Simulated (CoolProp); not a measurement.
50 sccm (0 °C, 1 atm) of nitrogen bubbles through liquid toluene at 319.7 K and leaves saturated at a total pressure of 0.15 MPa (ideal gas phase). Each further row changes one setting.

Values from CoolProp's reference Helmholtz-energy equation of state, Lemmon 2006. It is a short technical equation, of lower accuracy than the large ones.

```csv
case,vapour pressure (kPa),mole fraction of vapour,delivery (mg/min),delivery (sccm),change of delivery for a bath 1 K warmer (%)
as stated,10.6,[?],[?],3.80,4.8
bath temperature 324.7 K,13.1,[?],[?],4.79,4.7
total pressure 0.3 MPa,10.6,0.0353,7.52,1.83,4.6
```

**Question.** Some entries are withheld; supply them.

**Answer.** 
- as stated, mole fraction of vapour: 0.0706
- as stated, delivery (mg/min): 15.6
- bath temperature 324.7 K, mole fraction of vapour: 0.0875
- bath temperature 324.7 K, delivery (mg/min): 19.7
